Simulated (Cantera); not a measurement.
Charge: 1 mol N2O, a varied amount of H2, at 2500 K and 133 Pa.

Method: chemical equilibrium by Gibbs-energy minimisation in Cantera with the NASA 1993 tables (ideal gas, pure condensed phases). Candidate condensed phases: H2O; 24 gas species. Rates play no part.

Task: At 2.1 mol H2, list the 5 most abundant gas species with their mole fractions, and the condensed phases.

Result: H 0.312, N2 0.246, H2 0.206, H2O 0.136, OH 0.0427. Condensed: gas only.
